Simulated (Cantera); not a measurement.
N2O furnace oxynitridation

A perfectly stirred reactor is fed with N2O : N2 = 1 : 0.66 (molar parts), at 0.120 bar; it is held at 1523 K, and followed from long to short residence time.

Model: GRI-Mech 3.0 (53 species, 325 reactions), integrated in Cantera. GRI-Mech 3.0 was tuned for natural gas; its chemistry of N2O as a main component is partial and can be far from experiment. The temperature is held fixed by assumption; the heat of reaction is taken as removed at once.

```tsv
τ (s)	x N2O	x NO	x O2	x NO2	x N2
1.3	0.0416	0.0982	0.166	8.59e-5	0.694
0.55	0.0857	0.0966	0.150	8.21e-5	0.667
0.23	0.167	0.0843	0.125	6.92e-5	0.623
0.099	0.282	0.0631	0.0915	4.96e-5	0.563
0.042	0.405	0.0391	0.0561	2.87e-5	0.499
0.018	0.498	0.0207	0.0296	1.38e-5	0.451
0.0077	0.553	0.00983	0.0140	5.48e-6	0.423
0.0033	0.580	0.00440	0.00627	1.80e-6	0.409
0.0014	0.593	0.00188	0.00268	4.72e-7	0.403
0.00060	0.598	0.000790	0.00113	1.02e-7	0.400
0.00026	0.601	0.000322	0.000459	1.88e-8	0.398
```
x: mole fraction; the columns are a selection and need not sum to one.
